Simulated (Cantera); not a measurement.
Ignition delay

Mixture: 5.08 % CH4, 4.47 % H2, 23.8 % O2, 66.6 % N2, at 5.00 bar, adiabatic and at constant volume. Ignition delay is the time to a rise of 400 K.

Detailed kinetics in Cantera: GRI-Mech 3.0 (53 species, 325 reactions).

```tsv
T0 (K)	delay (ms)
1223	0.166
1273	0.104
1323	0.0697
1373	0.0487
1423	0.0352
1473	0.0261
1523	0.0198
1573	0.0153
```

- apparent activation energy between 1473 and 1573 K: 100 kJ/mol
